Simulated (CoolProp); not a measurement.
The fluid at 419.54 K and 2.83 MPa flows at 21 m/s in a round tube of 20 mm bore and 1.5 µm roughness, fully developed (64/Re and Nu = 3.66 if laminar; Colebrook and Gnielinski if turbulent). The same conditions are run with several fluids, on thermodynamics alone (safety and materials aside).

Computed with CoolProp (reference Helmholtz-energy equation of state of each fluid (oxygen: Schmidt 1985; nitrogen: Span 2000; R404A: Lemmon 2003; R410A: Lemmon 2003; ethane: Bücker 2006)). Blends and air are pseudo-pure fits.

```tsv
fluid	Reynolds number	Darcy friction factor	pressure drop (Pa/m)	heat-transfer coefficient (W/(m² K))	mass flow (kg/h)
oxygen	399000	0.0146	4170	1070	616
nitrogen	407000	0.0145	3610	1030	535
R404A	2110000	0.0123	12500	3730	2190
R410A	1460000	0.0126	9180	2560	1570
ethane	819000	0.0133	3850	2380	623
```

Above 300 K oxygen's equation is extrapolated.

Transport values come from each fluid's own correlations.
